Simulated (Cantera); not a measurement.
Cantera run, input and output.

```python
import numpy as np
import cantera as ct

gas = ct.Solution("h2o2.yaml")
gas.TPX = 375, 101325, {'H2': 1, 'O2': 0.833, 'N2': 2.67}
flame = ct.FreeFlame(gas, width=0.04)
flame.set_refine_criteria(ratio=3, slope=0.08, curve=0.16)
flame.transport_model = "mixture-averaged"
flame.solve(loglevel=0, auto=True)
z, T = flame.grid, flame.T
thick = (T[-1] - T[0]) / np.gradient(T, z).max()
show = ['H2', 'O2', 'H2O', 'OH', 'HO2', 'H']
print(f"laminar burning velocity  {flame.velocity[0] * 100:.3f} cm/s")
print(f"burnt temperature         {T[-1]:.1f} K")
print(f"thermal thickness         {thick * 1e3:.4f} mm")
print(f"grid points               {len(z)}")
z0 = z[flame.heat_release_rate.argmax()]
print(f"{'z/mm':>9s}{'T/K':>9s}{'u/(m/s)':>9s}" + "".join(f"{s:>11s}" for s in show))
rows = []
for k in (-3, -2, -1.5, -1, -0.5, -0.25, 0, 0.25, 0.5, 1, 2, 4, 8):
    zz = z0 + k * thick
    rows.append([k * thick, np.interp(zz, z, T), np.interp(zz, z, flame.velocity),
                 *(np.interp(zz, z, flame.X[gas.species_index(s)]) for s in show)])
    print(f"{rows[-1][0] * 1e3:9.3f}{rows[-1][1]:9.1f}{rows[-1][2]:9.3f}" + "".join(f"{x:11.3e}" for x in rows[-1][3:]))
```

Output:

```
laminar burning velocity  181.155 cm/s
burnt temperature         2013.0 K
thermal thickness         0.3389 mm
grid points               111
     z/mm      T/K  u/(m/s)         H2         O2        H2O         OH        HO2          H
   -1.017    375.0    1.811  2.220e-01  1.850e-01  7.403e-09  8.099e-14  1.735e-10  6.185e-15
   -0.678    375.0    1.811  2.218e-01  1.851e-01  2.349e-07  2.017e-12  6.534e-09  1.494e-13
   -0.508    375.2    1.810  2.209e-01  1.853e-01  3.074e-06  3.434e-11  9.901e-08  2.098e-12
   -0.339    376.8    1.810  2.171e-01  1.862e-01  4.630e-05  3.526e-09  1.798e-06  1.695e-10
   -0.169    435.9    2.033  1.899e-01  1.907e-01  3.945e-03  2.287e-05  2.153e-04  7.706e-06
   -0.085    722.6    3.259  1.437e-01  1.840e-01  3.551e-02  7.372e-04  3.430e-04  1.440e-03
    0.000   1116.7    4.933  8.362e-02  1.542e-01  1.034e-01  2.136e-03  1.554e-04  8.766e-03
    0.085   1401.5    6.156  3.655e-02  1.154e-01  1.695e-01  6.027e-03  8.826e-05  1.486e-02
    0.169   1563.6    6.850  1.762e-02  9.582e-02  2.003e-01  9.186e-03  5.938e-05  1.415e-02
    0.339   1723.5    7.511  9.966e-03  8.736e-02  2.170e-01  1.115e-02  3.763e-05  8.821e-03
    0.678   1853.6    8.026  6.253e-03  8.517e-02  2.273e-01  1.066e-02  2.151e-05  3.856e-03
    1.355   1940.3    8.360  3.128e-03  8.469e-02  2.351e-01  8.384e-03  1.054e-05  1.231e-03
    2.711   1986.7    8.534  1.241e-03  8.505e-02  2.400e-01  5.607e-03  4.810e-06  2.931e-04
```

Model: the H2/O2 subset of GRI-Mech 3.0, which has no nitrogen chemistry, integrated in Cantera. Burning velocities carry a grid error of a few per cent, more on coarse grids. Lean hydrogen flames are cellular in practice and burn faster than this planar one.
